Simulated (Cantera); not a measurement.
An adiabatic, constant-pressure homogeneous reactor starts with CO : H₂ : CH₄ : O₂ : N₂ = 1 : 0.76 : 0.25 : 3.54 : 13.3 (molar parts), equivalence ratio 0.39, at 1400 K and 6380 Torr. Integrator tolerance rtol = 1e-08.

Cantera simulation using GRI-Mech 3.0 (53 species, 325 reactions); the numbers are that mechanism's predictions, not measurements.

What does this change do: initial temperature 1400 to 1800 K?


```csv
quantity,before,after
time of steepest temperature rise,10.0 µs,1.80 µs
temperature at 0.100 s,2316 K,2613 K
equilibrium temperature,2316 K,2613 K
x(CO) at 0.100 s,0.000903 (gas-phase equilibrium 0.000902),0.00442 (gas-phase equilibrium 0.00442)
x(H₂) at 0.100 s,0.000159 (gas-phase equilibrium 0.000159),0.000681 (gas-phase equilibrium 0.000681)
x(CH₄) at 0.100 s,<1e-12 (gas-phase equilibrium <1e-12),<1e-12 (gas-phase equilibrium <1e-12)
x(CH₃) at 0.100 s,<1e-12 (gas-phase equilibrium <1e-12),<1e-12 (gas-phase equilibrium <1e-12)
x(CH₂) at 0.100 s,<1e-12 (gas-phase equilibrium <1e-12),<1e-12 (gas-phase equilibrium <1e-12)
x(C₂H₂) at 0.100 s,<1e-12 (gas-phase equilibrium <1e-12),<1e-12 (gas-phase equilibrium <1e-12)
```

What does this change do: CH4 0.25 to 0.49 parts?


| quantity | before | after |
|---|---|---|
| time of steepest temperature rise | 10.0 µs | 19.9 µs |
| temperature at 0.100 s | 2316 K | 2505 K |
| equilibrium temperature | 2316 K | 2505 K |
| x(CO) at 0.100 s | 0.000903 (gas-phase equilibrium 0.000902) | 0.00350 (gas-phase equilibrium 0.00350) |
| x(H₂) at 0.100 s | 0.000159 (gas-phase equilibrium 0.000159) | 0.000658 (gas-phase equilibrium 0.000658) |
| x(CH₄) at 0.100 s | <1e-12 (gas-phase equilibrium <1e-12) | <1e-12 (gas-phase equilibrium <1e-12) |
| x(CH₃) at 0.100 s | <1e-12 (gas-phase equilibrium <1e-12) | <1e-12 (gas-phase equilibrium <1e-12) |
| x(CH₂) at 0.100 s | <1e-12 (gas-phase equilibrium <1e-12) | <1e-12 (gas-phase equilibrium <1e-12) |
| x(C₂H₂) at 0.100 s | <1e-12 (gas-phase equilibrium <1e-12) | <1e-12 (gas-phase equilibrium <1e-12) |
